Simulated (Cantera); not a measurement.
Input (Python, Cantera) and output of one run.

```python
import numpy as np
import cantera as ct

gas_names = """
    C CN CO CO2 C2 CCN CNC C2N2 C2O C3 C3O2 C4 C4N2 C5 Cu CuO Cu2 N NCO NO NO2 NO3 N2 N2O O O2 O3
""".split()
cond_names = """
    C(gr) Cu(cr) Cu(L) CuO(s) Cu2O(s) Cu2O(L)
""".split()


# ... load() reads the species with a 1 bar reference pressure and builds the phases ...
atoms = {
    'CuO': {'Cu': 1, 'O': 1},
    'C': {'C': 1},
    'N2': {'N': 2},
}
top_T = {'C(gr)': 4500, 'CuO(s)': 1390}  # K; cautious upper limits of use, not melting points


# ... equilibrate(T, P, feed) seeds the gas with the atoms and calls Mixture.equilibrate('TP', solver="vcs", rtol=1e-11, max_steps=5000) ...
results = []
feed = {'CuO': 1, 'C': 1.5, 'N2': 4.9}  # mol
T = 2550  # K
P = 48  # Pa
mix = equilibrate(T, P, feed)
results.append((T, P, feed, dict(zip(mix.species_names, mix.species_moles))))
print(gas.report(threshold=0.0001))
for i in range(1, mix.n_phases):
    print(f"{mix.phase(i).name:16s} {mix.phase_moles(i):12.5e} mol")
```

It prints:

```
       temperature   2550 K
          pressure   48 Pa
           density   7.5e-05 kg/m^3
  mean mol. weight   33.128 kg/kmol
   phase of matter   gas

                          1 kg             1 kmol
                     ---------------   ---------------
          enthalpy        3.3239e+06        1.1011e+08  J
   internal energy        2.6839e+06         8.891e+07  J
           entropy            9829.3        3.2562e+05  J/K
    Gibbs function       -2.1741e+07       -7.2023e+08  J
 heat capacity c_p            1053.9             34914  J/K
 heat capacity c_v            802.95             26600  J/K

                      mass frac. Y      mole frac. X     chem. pot. / RT
                     ---------------   ---------------   ---------------
                 C        0.00024659        0.00068013           -3.3092
                CN         0.0046535         0.0059251             -21.2
                CO           0.12179           0.14405            -43.35
                C2        0.00014968        0.00020642           -6.6184
                C3         0.0024138         0.0022192           -9.9275
                Cu           0.27631           0.14404           -16.828
                N2           0.59429           0.70278           -35.782
     [  +20 minor]        0.00014615        0.00010429

C(gr)             4.03671e-01 mol
Cu(L)             0.00000e+00 mol
Cu2O(L)           0.00000e+00 mol
```

Cantera equilibrium calculation (NASA polynomials, part measured and part estimated; ideal gas, pure solids and liquids).
